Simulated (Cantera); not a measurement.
Input: 1 mol HMDSO, 0.11 mol CO₂, 0.68 mol H₂, held at 823 K and 1.33 mbar.

Cantera equilibrium calculation (NASA polynomials, part measured and part estimated; ideal gas, pure solids and liquids). Candidate condensed phases: C, C₆H₆, C₇H₈, C₈H₁₈, H₂O, Si, SiC, SiO₂; 123 gas species. The feed counts by its element totals alone. Rates play no part.

Base state: H₂ 0.999, CH₄ 0.00124 (mole fractions); condensed: C(graphite) + SiC(s) + SiO₂(α-quartz).

Question: What changes in the equilibrium state with this change: pressure from 1.33 mbar to 6.90 Pa?

Answer: 
```csv
species,before,after
H₂,0.999,1.000
CH₄,0.00124,6.44e-5
"C(graphite), mol",4.71,4.72
"SiC(s), mol",1.39,1.39
"SiO₂(α-quartz), mol",0.610,0.610
```
